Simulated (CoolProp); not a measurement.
Vapour-liquid equilibrium of CHF3 (R23) (1) + R152A (2) at 0.664 bar; x and y are mole fractions of (1).

The numbers come from the multi-fluid Helmholtz-energy mixture model, Penoncello 2003 and Outcalt 1996; pair parameters Bell 2016 in CoolProp.

```
x     bubble temperature (K)  y at the bubble point  dew temperature at overall composition x (K)  liquid density (mol/L)
----  ----------------------  ---------------------  --------------------------------------------  ----------------------
0.05                   230.9                  0.392                                         239.0                   16.02
0.15                   217.9                  0.736                                         236.9                   16.72
0.25                   209.2                  0.865                                         234.6                   17.32
0.35                   203.0                  0.924                                         232.0                   17.87
0.45                   198.3                  0.955                                         229.2                   18.39
0.55                   194.5                  0.973                                         225.9                   18.89
0.65                   191.5                  0.984                                         222.0                   19.38
0.75                   188.9                  0.991                                         217.1                   19.86
0.85                   186.8                  0.995                                         210.5                   20.33
0.95                   185.0                  0.999                                         199.1                   20.80
```

No azeotrope shows between x = 0.05 and 0.95.

Pair parameters are fitted to limited data, so mixtures are less certain than the pure fluids.
